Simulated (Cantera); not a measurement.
An isothermal, constant-pressure homogeneous reactor starts with H2 : O2 = 0.014 : 1 (molar parts), at 1148 K and 1330 Pa.

Detailed kinetics in Cantera: the H2/O2 subset of GRI-Mech 3.0, which has no nitrogen chemistry. Radical loss at walls, strong at low pressure, is not modelled.

x: mole fraction; the columns are a selection and need not sum to one.

```json
[
 {"t (s)": "8.00e-6", "x H2": "0.0138", "x O2": "0.986", "x HO2": "3.58e-11", "x O": "2.51e-12", "x OH": "2.50e-12", "x H2O": "<1e-12", "x H2O2": "<1e-12"},
 {"t (s)": "3.74e-5", "x H2": "0.0138", "x O2": "0.986", "x HO2": "1.67e-10", "x O": "4.63e-11", "x OH": "4.51e-11", "x H2O": "2.31e-12", "x H2O2": "<1e-12"},
 {"t (s)": "0.000175", "x H2": "0.0138", "x O2": "0.986", "x HO2": "7.84e-10", "x O": "6.03e-10", "x OH": "5.32e-10", "x H2O": "1.43e-10", "x H2O2": "<1e-12"},
 {"t (s)": "0.000818", "x H2": "0.0138", "x O2": "0.986", "x HO2": "3.69e-9", "x O": "8.90e-9", "x OH": "6.20e-9", "x H2O": "7.02e-9", "x H2O2": "1.04e-12"},
 {"t (s)": "0.00383", "x H2": "0.0138", "x O2": "0.986", "x HO2": "5.22e-8", "x O": "7.21e-6", "x OH": "4.67e-6", "x H2O": "8.41e-6", "x H2O2": "3.41e-11"},
 {"t (s)": "0.0179", "x H2": "8.02e-5", "x O2": "0.975", "x HO2": "1.47e-6", "x O": "0.0103", "x OH": "0.000881", "x H2O": "0.0129", "x H2O2": "2.70e-8"},
 {"t (s)": "0.0837", "x H2": "4.41e-5", "x O2": "0.980", "x HO2": "1.15e-6", "x O": "0.00580", "x OH": "0.000660", "x H2O": "0.0133", "x H2O2": "2.59e-8"},
 {"t (s)": "0.391", "x H2": "9.00e-6", "x O2": "0.985", "x HO2": "5.27e-7", "x O": "0.00117", "x OH": "0.000300", "x H2O": "0.0137", "x H2O2": "…"},
 {"t (s)": "1.83", "x H2": "7.20e-7", "x O2": "0.986", "x HO2": "1.08e-7", "x O": "9.50e-5", "x OH": "8.59e-5", "x H2O": "0.0139", "x H2O2": "…"},
 {"t (s)": "8.55", "x H2": "5.44e-8", "x O2": "0.986", "x HO2": "1.39e-8", "x O": "7.29e-6", "x OH": "2.39e-5", "x H2O": "0.0139", "x H2O2": "…"},
 {"t (s)": "40.0", "x H2": "6.08e-9", "x O2": "0.986", "x HO2": "2.65e-9", "x O": "8.25e-7", "x OH": "8.03e-6", "x H2O": "0.0139", "x H2O2": "2.35e-10"}
]
```

Question: Fill in the missing entries.

Answer: 
- 0.391, x H2O2: 2.06e-8
- 1.83, x H2O2: 8.25e-9
- 8.55, x H2O2: 1.52e-9
